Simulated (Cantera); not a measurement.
Cantera run:

```python
import numpy as np
import cantera as ct

gas_names = [...]  # 100 gases of nasa_gas.yaml made of F, H, N, O, S
cond_names = """
    H2O(s) H2O(L) H2SO4(L) S(cr1) S(cr2) S(L)
""".split()


# ... load() reads the species with a 1 bar reference pressure and builds the phases ...
atoms = {
    'NF3': {'N': 1, 'F': 3},
    'SO2': {'S': 1, 'O': 2},
    'H2': {'H': 2},
}
top_T = {}  # K; cautious upper limits of use, not melting points


# ... equilibrate(T, P, feed) seeds the gas with the atoms and calls Mixture.equilibrate('TP', solver="vcs", rtol=1e-11, max_steps=5000) ...
results = []
feed = {'NF3': 1, 'SO2': 0.0056, 'H2': 0.17}  # mol
P = 101325  # Pa
for T in [2500, 2750, 3000, 3250, 3500, 3750, 4000, 4250, 4500, 4750, 5000]:
    mix = equilibrate(T, P, feed)
    results.append((T, P, feed, dict(zip(mix.species_names, mix.species_moles))))
    x = sorted(zip(gas.X, gas.species_names), reverse=True)
    print(f"T = {T:g} K  P = {P:g} Pa  gas = {mix.phase_moles(0):.4g} mol")
    print("   x: " + "  ".join(f"{s} {v:.3e}" for v, s in x if v > 1e-05))
    print("   condensed (mol): " + ("  ".join(f"{mix.phase(i).name} {mix.phase_moles(i):.4g}"
          for i in range(1, mix.n_phases) if mix.phase_moles(i) > 1e-12) or "none"))
```

Result:

```
T = 2500 K  P = 101325 Pa  gas = 3.5 mol
   x: F 7.567e-01  N2 1.426e-01  HF 9.714e-02  SF2 7.722e-04  O2 6.613e-04  NO 5.488e-04  O 3.702e-04  F2 3.527e-04  SO2 3.096e-04  SOF2 2.558e-04  SF3 9.864e-05  SF 7.100e-05  SO 6.660e-05  SF4 2.074e-05  FO 1.303e-05
   condensed (mol): none
T = 2750 K  P = 101325 Pa  gas = 3.505 mol
   x: F 7.570e-01  N2 1.423e-01  HF 9.701e-02  O 8.681e-04  NO 6.247e-04  SF2 5.721e-04  O2 3.865e-04  SO 2.985e-04  SF 2.965e-04  SO2 2.839e-04  F2 1.674e-04  S 7.138e-05  SOF2 5.144e-05  SF3 2.157e-05  FO 1.107e-05
   condensed (mol): none
T = 3000 K  P = 101325 Pa  gas = 3.509 mol
   x: F 7.569e-01  N2 1.422e-01  HF 9.686e-02  O 1.559e-03  NO 6.134e-04  SF 4.523e-04  SO 4.273e-04  S 3.997e-04  SF2 2.062e-04  O2 1.922e-04  SO2 9.546e-05  F2 8.967e-05  H 1.949e-05
   condensed (mol): none
T = 3250 K  P = 101325 Pa  gas = 3.513 mol
   x: F 7.567e-01  N2 1.420e-01  HF 9.665e-02  O 2.205e-03  S 9.146e-04  NO 5.196e-04  SF 3.432e-04  SO 2.651e-04  H 1.222e-04  O2 7.884e-05  F2 5.269e-05  SF2 4.611e-05  N 2.311e-05  SO2 1.496e-05
   condensed (mol): none
T = 3500 K  P = 101325 Pa  gas = 3.517 mol
   x: F 7.567e-01  N2 1.419e-01  HF 9.607e-02  O 2.610e-03  S 1.281e-03  H 5.889e-04  NO 3.960e-04  SF 1.861e-04  SO 1.066e-04  N 8.291e-05  F2 3.331e-05  O2 2.840e-05
   condensed (mol): none
T = 3750 K  P = 101325 Pa  gas = 3.524 mol
   x: F 7.569e-01  N2 1.416e-01  HF 9.418e-02  O 2.814e-03  H 2.273e-03  S 1.450e-03  NO 2.909e-04  N 2.511e-04  SF 9.236e-05  SO 3.806e-05  F2 2.235e-05  OH 1.129e-05  O2 1.016e-05
   condensed (mol): none
T = 4000 K  P = 101325 Pa  gas = 3.543 mol
   x: F 7.580e-01  N2 1.407e-01  HF 8.880e-02  H 7.115e-03  O 2.909e-03  S 1.513e-03  N 6.614e-04  NO 2.142e-04  SF 4.678e-05  H2 2.019e-05  F2 1.574e-05  OH 1.469e-05  SO 1.399e-05  NF 1.080e-05
   condensed (mol): none
T = 4250 K  P = 101325 Pa  gas = 3.583 mol
   x: F 7.602e-01  N2 1.387e-01  HF 7.698e-02  H 1.778e-02  O 2.939e-03  N 1.550e-03  S 1.526e-03  NO 1.597e-04  H2 5.558e-05  SF 2.492e-05  OH 1.659e-05  NF 1.404e-05  F2 1.156e-05
   condensed (mol): none
T = 4500 K  P = 101325 Pa  gas = 3.649 mol
   x: F 7.637e-01  N2 1.353e-01  HF 5.839e-02  H 3.457e-02  N 3.289e-03  O 2.928e-03  S 1.511e-03  NO 1.205e-04  H2 1.013e-04  NF 1.766e-05  OH 1.568e-05  SF 1.400e-05
   condensed (mol): none
T = 4750 K  P = 101325 Pa  gas = 3.725 mol
   x: F 7.670e-01  N2 1.309e-01  H 5.270e-02  HF 3.831e-02  N 6.423e-03  O 2.898e-03  S 1.486e-03  H2 1.225e-04  NO 9.254e-05  NF 2.157e-05  OH 1.244e-05
   condensed (mol): none
T = 5000 K  P = 101325 Pa  gas = 3.792 mol
   x: F 7.684e-01  N2 1.259e-01  H 6.676e-02  HF 2.265e-02  N 1.169e-02  O 2.869e-03  S 1.461e-03  H2 1.092e-04  NO 7.249e-05  NF 2.568e-05
   condensed (mol): none
```

Equilibrium computed with Cantera from the NASA thermochemical tables; the gas is ideal and each condensed phase is pure. The tables' values for SOF2, SF3 are old estimates; treat these amounts as uncertain.
